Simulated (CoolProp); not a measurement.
Properties of n-heptane along the isobar 0.101 MPa.

Values from CoolProp's reference Helmholtz-energy equation of state, Span 2003. It is a short technical equation, of lower accuracy than the large ones.

```json
[
 {"T (K)": "444.4", "phase": "gas", "Z": "0.9734", "cp (kJ/(kg K))": "2.316", "Joule-Thomson coefficient (K/MPa)": "(withheld)", "conductivity (mW/(m K))": "26.8", "Prandtl number": "0.751", "fugacity coefficient": "0.9741"},
 {"T (K)": "459.9", "phase": "gas", "Z": "0.9766", "cp (kJ/(kg K))": "2.377", "Joule-Thomson coefficient (K/MPa)": "13.82", "conductivity (mW/(m K))": "28.5", "Prandtl number": "0.749", "fugacity coefficient": "0.9771"},
 {"T (K)": "475.5", "phase": "gas", "Z": "0.9793", "cp (kJ/(kg K))": "(withheld)", "Joule-Thomson coefficient (K/MPa)": "12.25", "conductivity (mW/(m K))": "30.3", "Prandtl number": "0.748", "fugacity coefficient": "0.9797"},
 {"T (K)": "491.1", "phase": "gas", "Z": "0.9816", "cp (kJ/(kg K))": "2.496", "Joule-Thomson coefficient (K/MPa)": "10.93", "conductivity (mW/(m K))": "32.1", "Prandtl number": "0.746", "fugacity coefficient": "0.9819"},
 {"T (K)": "506.6", "phase": "gas", "Z": "0.9836", "cp (kJ/(kg K))": "2.554", "Joule-Thomson coefficient (K/MPa)": "(withheld)", "conductivity (mW/(m K))": "34.0", "Prandtl number": "(withheld)", "fugacity coefficient": "0.9839"},
 {"T (K)": "522.2", "phase": "gas", "Z": "0.9853", "cp (kJ/(kg K))": "2.611", "Joule-Thomson coefficient (K/MPa)": "8.843", "conductivity (mW/(m K))": "35.9", "Prandtl number": "0.744", "fugacity coefficient": "0.9855"},
 {"T (K)": "537.7", "phase": "gas", "Z": "0.9868", "cp (kJ/(kg K))": "(withheld)", "Joule-Thomson coefficient (K/MPa)": "8.015", "conductivity (mW/(m K))": "37.8", "Prandtl number": "0.743", "fugacity coefficient": "0.9870"},
 {"T (K)": "553.3", "phase": "gas", "Z": "0.9881", "cp (kJ/(kg K))": "2.720", "Joule-Thomson coefficient (K/MPa)": "(withheld)", "conductivity (mW/(m K))": "39.7", "Prandtl number": "0.742", "fugacity coefficient": "0.9883"},
 {"T (K)": "568.9", "phase": "gas", "Z": "0.9893", "cp (kJ/(kg K))": "2.773", "Joule-Thomson coefficient (K/MPa)": "6.659", "conductivity (mW/(m K))": "41.6", "Prandtl number": "0.741", "fugacity coefficient": "0.9894"},
 {"T (K)": "584.4", "phase": "gas", "Z": "0.9903", "cp (kJ/(kg K))": "2.825", "Joule-Thomson coefficient (K/MPa)": "6.108", "conductivity (mW/(m K))": "43.6", "Prandtl number": "(withheld)", "fugacity coefficient": "0.9904"},
 {"T (K)": "600", "phase": "gas", "Z": "0.9912", "cp (kJ/(kg K))": "2.875", "Joule-Thomson coefficient (K/MPa)": "5.618", "conductivity (mW/(m K))": "45.6", "Prandtl number": "0.739", "fugacity coefficient": "0.9913"}
]
```

Some entries are withheld; supply them.


- 444.4, Joule-Thomson coefficient (K/MPa): 15.68
- 475.5, cp (kJ/(kg K)): 2.437
- 506.6, Joule-Thomson coefficient (K/MPa): 9.809
- 506.6, Prandtl number: 0.745
- 537.7, cp (kJ/(kg K)): 2.666
- 553.3, Joule-Thomson coefficient (K/MPa): 7.291
- 584.4, Prandtl number: 0.740

Viscosity comes from a separate model (Michailidou 2014). Thermal conductivity comes from a separate model (Assael 2013).
